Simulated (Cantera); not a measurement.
## Catalytic stagnation flow on Pt

A jet of H2 : O2 : N2 = 0.012 : 0.15 : 0.79 (molar parts), equivalence ratio 0.040 at 300 K and 0.138 atm hits a platinum plate 5.2 cm away at a mass flux of 0.076 kg/m²/s; the plate temperature is set and raised in steps from an oxygen-covered start.

Computed with Cantera and Deutschmann's 1995 Pt surface mechanism with GRI-Mech 3.0 gas chemistry. Catalytic surfaces can have several steady states; this one follows from the mechanism file's or the stated starting coverage.

```tsv
plate T (K)	wall x H2	wall x O2	wall x H2O	wall x OH	θ free Pt	θ O*	θ OH*
600	0.00198	0.146	0.0208	<1e-8	0.0223	0.974	0.00349
650	0.00193	0.146	0.0207	<1e-8	0.0239	0.974	0.00236
700	0.00171	0.146	0.0210	<1e-8	0.0287	0.969	0.00180
750	0.00124	0.145	0.0218	<1e-8	0.0432	0.955	0.00161
800	0.000796	0.145	0.0225	<1e-8	0.0719	0.926	0.00156
850	0.000537	0.145	0.0229	<1e-8	0.114	0.885	0.00150
```
x: mole fraction at the wall; θ: surface coverage.
